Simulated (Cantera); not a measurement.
Charge: 1 mol Si3N4, 0.43 mol N2O, 77 mol N2, 3 mol H2O, held at 1548 K and 1.50 Pa.

These are equilibrium values from Cantera (NASA tables, ideal gas, pure condensed phases), not measurements of a reactor. Candidate condensed phases: H2O, Si, SiO2, Si2N2O, Si3N4; 35 gas species. The tables hold silica as quartz up to 1696 K and as liquid above; real silica turns to tridymite and cristobalite and melts near 1996 K. The numbers say what is thermodynamically allowed, not how fast it happens.

### Question
What is the equilibrium state?

### Answer
```json
{
 "x(N2)": "0.933",
 "x(H2)": "0.0340",
 "x(SiO)": "0.0307",
 "x(H)": "0.00147",
 "x(H2O)": "0.000486",
 "n(SiO2(β-quartz))": "0.389 mol",
 "gas_amount": "85.10 mol",
 "log10 activity of Si(s) (absent)": "-6.84"
}
```
